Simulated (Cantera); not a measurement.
A perfectly stirred reactor is fed with C2H6 : N2 = 1 : 3.5 (molar parts), at 0.398 Torr; it is held at 1875 K, and followed from long to short residence time.

Model: GRI-Mech 3.0 (53 species, 325 reactions), integrated in Cantera. GRI-Mech 3.0 stops at C3 and has no aromatics, soot or wall deposition, so with more carbon than oxygen in the feed, carbon stays in small species such as C2H2 where larger ones or solid carbon would form. Radical loss at walls, strong at low pressure, is not modelled.

One state of this run: x C2H6 = 0.0272; x CH3 = 0.0651; x HCN = 6.04e-6; x CH4 = 0.0531; x H = 0.00403; x H2 = 0.112; x C2H4 = 0.0446. x: mole fraction; the columns are a selection and need not sum to one.

Which value of τ (s) does it belong to?
A. 0.0083
B. 0.27
C. 0.13
D. 0.53

A, 0.0083
